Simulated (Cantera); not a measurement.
Input: 1 mol MgO, 0.21 mol H2S, 36 mol N2, at 1330 Pa.

Method: chemical equilibrium by Gibbs-energy minimisation in Cantera with the NASA 1993 tables (ideal gas, pure condensed phases). Candidate condensed phases: H2O, H2SO4, Mg, MgO, Mg(OH)2, MgS, MgSO4, S; 43 gas species. Mutual solubility and eutectic melting of coexisting phases are not modelled. Gases not in the tables: S3 to S7. Rates play no part.

x: gas mole fraction; n: condensed amount in mol.

```tsv
T (K)	x N2	x H2	x S2	x Mg	x H2S	x H2O	n MgO(s)	n MgS(s)
1148	0.992	0.00480	0.00240	3.50e-11	0.000913	6.42e-5	0.998	0.00233
1248	0.992	0.00524	0.00262	3.30e-9	0.000487	4.54e-5	0.998	0.00165
1348	0.991	0.00546	0.00272	1.60e-7	0.000271	3.20e-5	0.999	0.00116
1448	0.991	0.00557	0.00277	[?]	[?]	[?]	0.999	[?]
1548	0.991	0.00560	0.00279	3.81e-5	9.89e-5	3.69e-5	0.999	0
1648	0.991	0.00553	0.00275	[?]	[?]	[?]	0.995	0
1748	0.991	0.00533	0.00264	0.000363	4.10e-5	0.000266	0.987	0
1848	0.990	0.00497	0.00235	0.00101	2.57e-5	0.000529	0.963	0
```

**Question.** Some entries are withheld; supply them.

**Answer.** 
- 1448, x Mg: 4.52e-6
- 1448, x H2S: 0.000160
- 1448, x H2O: 2.30e-5
- 1448, n MgS(s): 0.000684
- 1648, x Mg: 0.000123
- 1648, x H2S: 6.33e-5
- 1648, x H2O: 0.000109
